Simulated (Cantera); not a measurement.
A perfectly stirred reactor is fed with CH4 : H2 : O2 : N2 = 1 : 0.068 : 0.98 : 4.45 (molar parts), equivalence ratio 2.1, at 900 Torr; it is adiabatic with a 500 K inlet, and is followed from long to short residence time, starting on the burning branch (τ in s: 0.21, 0.083, 0.033, 0.013, 0.0054, 0.0022, 0.00088, 0.00036, 0.00014, 5.8e-05, 2.3e-05, 9.4e-06).

Computed with Cantera and GRI-Mech 3.0 (53 species, 325 reactions).

Task: Predict: blow-out, bracketed by the residence times tried; x(CH4) at τ = 0.210 s; x(H2) at τ = 0.210 s; x(O2) at τ = 0.210 s; x(CH2O) at τ = 0.210 s; x(NO) at τ = 0.210 s; x(CH4) at τ = 0.880 ms; x(H2) at τ = 0.880 ms; x(O2) at τ = 0.880 ms.

Result: blow-out, bracketed by the residence times tried: burning at 13.0 ms, out at 5.40 ms
x(CH4) at τ = 0.210 s: 0.0170
x(H2) at τ = 0.210 s: 0.0986
x(O2) at τ = 0.210 s: 0.00109
x(CH2O) at τ = 0.210 s: 5.26e-6
x(NO) at τ = 0.210 s: 6.22e-8
x(CH4) at τ = 0.880 ms: 0.154
x(H2) at τ = 0.880 ms: 0.0105
x(O2) at τ = 0.880 ms: 0.151
